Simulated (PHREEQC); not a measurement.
Solution (80 °C): 0.0104 mol/kgw Zn(NO3)2. Closed to the air; pH follows from the charge balance.

Equilibrium calculation in PHREEQC: ion-association model, phreeqc.dat.

This is a speciation only: nothing precipitates in the calculation.

**Question.** Estimate the pH.

**Answer.** pH 4.86.

At this temperature some constants are extrapolated from 25 °C, and those without enthalpy data are left unchanged.
